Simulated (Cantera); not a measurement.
Standard-state values (1 bar) from the NASA 1993 polynomials, evaluated with Cantera. Values are per mole of reaction as written; species without (g) are pure solids or liquids, kept so even where they would boil at 1 bar. ZrN: taken at fixed stoichiometry.

4 NO(g) + 2 ZrN ⇌ 2 ZrO2(g) + 3 N2(g)

```json
[
 {"T (K)": "1775", "ΔH° (kJ)": "[?]", "ΔS° (J/K)": "[?]", "ΔG° (kJ)": "[?]", "log10 K": "[?]"},
 {"T (K)": "1875", "ΔH° (kJ)": "[?]", "ΔS° (J/K)": "[?]", "ΔG° (kJ)": "[?]", "log10 K": "[?]"},
 {"T (K)": "1975", "ΔH° (kJ)": "[?]", "ΔS° (J/K)": "[?]", "ΔG° (kJ)": "[?]", "log10 K": "[?]"},
 {"T (K)": "2075", "ΔH° (kJ)": "-265.9", "ΔS° (J/K)": "144.2", "ΔG° (kJ)": "-565.2", "log10 K": "14.23"},
 {"T (K)": "2175", "ΔH° (kJ)": "-270.5", "ΔS° (J/K)": "142.1", "ΔG° (kJ)": "-579.5", "log10 K": "13.92"},
 {"T (K)": "2275", "ΔH° (kJ)": "[?]", "ΔS° (J/K)": "[?]", "ΔG° (kJ)": "[?]", "log10 K": "[?]"}
]
```

**Question.** What belongs in the gaps?

**Answer.** 
- 1775, ΔH° (kJ): -253.0
- 1775, ΔS° (J/K): 151.0
- 1775, ΔG° (kJ): -521.0
- 1775, log10 K: 15.33
- 1875, ΔH° (kJ): -257.2
- 1875, ΔS° (J/K): 148.7
- 1875, ΔG° (kJ): -535.9
- 1875, log10 K: 14.93
- 1975, ΔH° (kJ): -261.5
- 1975, ΔS° (J/K): 146.4
- 1975, ΔG° (kJ): -550.7
- 1975, log10 K: 14.56
- 2275, ΔH° (kJ): -275.2
- 2275, ΔS° (J/K): 140.0
- 2275, ΔG° (kJ): -593.6
- 2275, log10 K: 13.63
